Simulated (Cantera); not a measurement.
Input: 1 mol Fe₂O₃, 7 mol C, 0.39 mol H₂, equilibrated at 13300 Pa.

Equilibrium computed with Cantera from the NASA thermochemical tables; the gas is ideal and each condensed phase is pure. Candidate condensed phases: C, C₆H₆, C₇H₈, C₈H₁₈, Fe, Fe(CO)₅, FeO, Fe(OH)₂, Fe(OH)₃, Fe₂O₃, Fe₃O₄, H₂O; 114 gas species. Iron dissolves carbon and melts from about 1420 K in contact with it, which pure phases cannot show. Condensed phases not in the tables: cementite and carbon dissolved in iron. The numbers say what is thermodynamically allowed, not how fast it happens.

**Question.** At 1825 K, list the 5 most abundant gas species with their mole fractions, and the condensed phases.

**Answer.** CO 0.884, H₂ 0.115, H 0.000409, Fe 0.000314, C₂H₂ (acetylene) 2.46e-5. Condensed: C(graphite) + Fe(l).
